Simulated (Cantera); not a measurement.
A diamond (100) surface in a fixed gas of H2 with x(CH4) = 0.0023, x(H) = 0.0046, at 1373 K, 3700 Pa; coverages are run to steady state.

Computed with Cantera and the Harris–Goodwin 1993 mechanism for the reconstructed diamond (100) surface.

θ: site fractions in the mechanism's names (c6HH fully hydrogenated, c6H* and c6*H radical sites, c6** diradical, c6HM methylated).

| x(CH3) | growth (µm/h) | θ c6HH | θ c6H* | θ c6*H | θ c6** | θ c6HM |
|---|---|---|---|---|---|---|
| 1e-06 | 0.00651 | 0.354 | 0.0564 | 0.537 | 0.0524 | ? |
| 2.6e-06 | 0.0169 | 0.354 | 0.0564 | 0.537 | 0.0524 | ? |
| 6.9e-06 | 0.0449 | 0.354 | 0.0564 | 0.537 | 0.0524 | ? |
| 1.8e-05 | 0.117 | 0.354 | 0.0564 | 0.537 | 0.0524 | ? |
| 4.7e-05 | 0.306 | 0.354 | 0.0564 | 0.537 | 0.0523 | ? |
| 0.00012 | 0.778 | 0.354 | 0.0564 | 0.537 | 0.0522 | ? |
| 0.00032 | 2.06 | 0.354 | 0.0564 | 0.536 | 0.0518 | ? |
| 0.00085 | 5.37 | 0.354 | 0.0563 | 0.536 | 0.0507 | ? |
| 0.0022 | 13.2 | 0.354 | 0.0561 | 0.534 | 0.0482 | ? |

Task: What belongs in the gaps?

Result: 
- 1e-06, θ c6HM: 4.25e-7
- 2.6e-06, θ c6HM: 1.10e-6
- 6.9e-06, θ c6HM: 2.93e-6
- 1.8e-05, θ c6HM: 7.64e-6
- 4.7e-05, θ c6HM: 1.99e-5
- 0.00012, θ c6HM: 5.09e-5
- 0.00032, θ c6HM: 0.000135
- 0.00085, θ c6HM: 0.000356
- 0.0022, θ c6HM: 0.000905
